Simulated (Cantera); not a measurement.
Ignition delay

Mixture: 8.20 % CH3OH, 18.9 % O2, 71.2 % N2, 1.64 % CO2, equivalence ratio 0.65, at 0.543 atm, adiabatic and at constant pressure. Ignition delay is the time to a rise of 400 K.

Model: GRI-Mech 3.0 (53 species, 325 reactions), integrated in Cantera. GRI-Mech 3.0 was tuned for natural gas; its chemistry of methanol as a main component is partial and can be far from experiment.

| T0 (K) | delay (ms) |
|---|---|
| 1200 | 18.1 |
| 1250 | 8.34 |
| 1300 | 4.14 |
| 1350 | 2.19 |
| 1400 | 1.24 |
| 1450 | 0.738 |
| 1500 | 0.462 |
| 1550 | 0.302 |

| Item | Result |
|---|---|
| apparent activation energy between 1450 and 1550 K | 170 kJ/mol |
